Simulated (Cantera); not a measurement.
Mixture: 11.8 % CH4, 2.01 % C2H6, 20.5 % O2, 65.6 % N2, equivalence ratio 1.5, at 1500 Torr, adiabatic and at constant pressure. Ignition delay is the time to a rise of 400 K.

Detailed kinetics in Cantera: GRI-Mech 3.0 (53 species, 325 reactions).

Task: At T0 = 1500 K, what is the delay, and which 7 reactions control it most (d ln τ / d ln k, from doubling and halving each rate constant)?

Result: The delay is 0.116 ms.
```csv
reaction,d ln τ / d ln k,faster rate
H + O2 <=> O + OH,-0.54,shortens it
CH3 + HO2 <=> CH3O + OH,-0.41,shortens it
CH4 + H <=> CH3 + H2,0.36,lengthens it
CH4 + OH <=> CH3 + H2O,0.28,lengthens it
C2H5 + O2 <=> C2H4 + HO2,-0.20,shortens it
C2H6 + OH <=> C2H5 + H2O,-0.18,shortens it
CH3 + O2 <=> CH3O + O,-0.13,shortens it
```
